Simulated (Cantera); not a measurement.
A Cantera script and what it prints.

```python
import numpy as np
import cantera as ct

gas_names = """
    H HO2 H2 H2O H2O2 O OH O2 O3 Zr ZrO ZrO2
""".split()
cond_names = """
    H2O(s) H2O(L) Zr(a) Zr(b) Zr(L) ZrO2(a) ZrO2(b) ZrO2(L)
""".split()


# ... load() reads the species with a 1 bar reference pressure and builds the phases ...
atoms = {
    'Zr': {'Zr': 1},
    'O2': {'O': 2},
    'H2': {'H': 2},
}
top_T = {}  # K; cautious upper limits of use, not melting points


# ... equilibrate(T, P, feed) seeds the gas with the atoms and calls Mixture.equilibrate('TP', solver="vcs", rtol=1e-11, max_steps=5000) ...
results = []
feed = {'Zr': 1, 'O2': 0.19, 'H2': 6.7}  # mol
P = 0.99  # Pa
for T in [1325, 1475, 1625, 1775, 1925, 2075, 2225, 2375, 2525, 2675]:
    mix = equilibrate(T, P, feed)
    results.append((T, P, feed, dict(zip(mix.species_names, mix.species_moles))))

top = {s: max(r[3][s] / sum(r[3][g] for g in gas_names) for r in results) for s in gas_names}
cols = sorted((s for s in top if top[s] > 0.0001), key=lambda s: -top[s])[:7]
seen = [c for c in cond_names if any(r[3].get(c, 0) > 1e-12 for r in results)]
print("log10 of partial pressures in bar; condensed amounts in mol")
print(f"{'T/K':>10s}" + "".join(f"{s[:9]:>10s}" for s in cols + seen))
for T, P, feed, n in results:
    ng = sum(n[g] for g in gas_names)
    print(f"{T:10.4g}" + "".join(f"{np.log10(max(n[s] / ng * P / 1e5, 1e-99)):10.3f}" for s in cols)
          + "".join(f"{n.get(c, 0):10.4g}" for c in seen))
```

Output:

```
log10 of partial pressures in bar; condensed amounts in mol
       T/K        H2         H        Zr       ZrO     Zr(b)     Zr(L)   ZrO2(a)   ZrO2(b)
      1325    -5.005    -8.289   -16.635   -15.521      0.81         0      0.19         0
      1475    -5.006    -7.390   -14.214   -13.021      0.81         0      0.19         0
      1625    -5.014    -6.659   -12.242   -10.997      0.81         0         0      0.19
      1775    -5.044    -6.061   -10.604    -9.321    0.8098         0         0    0.1898
      1925    -5.136    -5.588    -9.222    -7.910    0.8047         0         0    0.1852
      2075    -5.375    -5.262    -8.042    -6.707    0.7068         0         0   0.09539
      2225    -5.819    -5.098    -7.046    -6.506         0    0.5107         0         0
      2375    -6.410    -5.056    -6.354    -6.566         0         0         0         0
      2525    -6.977    -5.041    -6.366    -6.579         0         0         0         0
      2675    -7.501    -5.037    -6.368    -6.583         0         0         0         0
```

Cantera equilibrium calculation (NASA polynomials, part measured and part estimated; ideal gas, pure solids and liquids). Mutual solubility and eutectic melting of coexisting phases are not modelled. Condensed phases not in the tables: N, O or C dissolved in the metal.
